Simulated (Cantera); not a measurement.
Ignition delay

Mixture: 5.63 % CH₄, 20.1 % O₂, 62.5 % N₂, 11.8 % H₂O, equivalence ratio 0.56, at 240000 Pa, adiabatic and at constant pressure. Ignition delay is the time to a rise of 400 K.

Computed with Cantera and GRI-Mech 3.0 (53 species, 325 reactions).

```json
[
 {"T0 (K)": "1225", "delay (ms)": "11.2"},
 {"T0 (K)": "1275", "delay (ms)": "6.08"},
 {"T0 (K)": "1325", "delay (ms)": "3.37"},
 {"T0 (K)": "1375", "delay (ms)": "1.92"},
 {"T0 (K)": "1425", "delay (ms)": "1.11"},
 {"T0 (K)": "1475", "delay (ms)": "0.662"},
 {"T0 (K)": "1525", "delay (ms)": "0.404"},
 {"T0 (K)": "1575", "delay (ms)": "0.253"},
 {"T0 (K)": "1625", "delay (ms)": "0.163"}
]
```

```json
{
  "apparent activation energy between 1525 and 1625 K": "190 kJ/mol"
}
```
